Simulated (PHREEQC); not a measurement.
Dissolve 1.1 mol HCl, 0.0032 mol ZnSO4 and 0.00018 mol NiSO4 per kg of water at 25 °C. Closed to the air; pH follows from the charge balance.

Computed with PHREEQC (ion-association model, wateq4f.dat).

```yaml
pH: 0.09
ionic_strength: 1.10 mol/kgw
activity_of_water: 0.963
total_alkalinity: -1100 meq/kg
```

```json
[
 {"species": "H+", "molality": "1.10", "activity": "0.812", "log γ": "-0.130"},
 {"species": "Cl-", "molality": "1.10", "activity": "0.651", "log γ": "-0.226"},
 {"species": "HSO4-", "molality": "0.00321", "activity": "0.00198", "log γ": "-0.210"},
 {"species": "Zn+2", "molality": "0.00132", "activity": "0.000265", "log γ": "-0.698"},
 {"species": "ZnCl+", "molality": "0.000780", "activity": "0.000465", "log γ": "-0.225"},
 {"species": "ZnCl4-2", "molality": "0.000461", "activity": "7.55e-5", "log γ": "-0.786"},
 {"species": "ZnCl3-", "molality": "0.000388", "activity": "0.000231", "log γ": "-0.225"},
 {"species": "ZnCl2", "molality": "0.000246", "activity": "0.000317", "log γ": "0.110"},
 {"species": "SO4-2", "molality": "0.000170", "activity": "2.51e-5", "log γ": "-0.830"},
 {"species": "NiCl2", "molality": "7.32e-5", "activity": "9.44e-5", "log γ": "0.110"},
 {"species": "Ni+2", "molality": "5.73e-5", "activity": "2.44e-5", "log γ": "-0.370"},
 {"species": "NiCl+", "molality": "4.94e-5", "activity": "3.99e-5", "log γ": "-0.093"},
 {"species": "ZnSO4", "molality": "1.21e-6", "activity": "1.56e-6", "log γ": "0.110"},
 {"species": "NiSO4", "molality": "9.26e-8", "activity": "1.19e-7", "log γ": "0.110"}
]
```

This is a speciation only: nothing precipitates in the calculation. Caution: at this ionic strength the ion-association model is outside its range; a Pitzer model would be the better tool where its parameters exist.
